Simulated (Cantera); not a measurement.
Input: 1 mol Cu2O, 4.7 mol C, 0.11 mol CO, held at 3900 Torr.

Equilibrium computed with Cantera from the NASA thermochemical tables; the gas is ideal and each condensed phase is pure. Candidate condensed phases: C, Cu, CuO, Cu2O; 15 gas species. Equilibrium is a limit: real reactors are often held back by kinetics, nucleation or transport. All values below are at 1273 K.

Base state: CO 0.965, CO2 0.0348 (mole fractions); condensed: C(graphite) + Cu(s).

What changes in the equilibrium state with this change: Cu2O replaced by TiO2?


```json
[
 {"species": "CO", "before": "0.965", "after": "0.965"},
 {"species": "CO2", "before": "0.0348", "after": "0.0348"},
 {"species": "C(graphite), mol", "before": "3.74", "after": "4.70"},
 {"species": "Cu(s), mol", "before": "2.00", "after": "0"},
 {"species": "TiO2(rutile), mol", "before": "0", "after": "1.00"}
]
```
Further candidate phases: Ti, TiC, TiO, TiO2, Ti2O3, Ti3O5, Ti4O7.
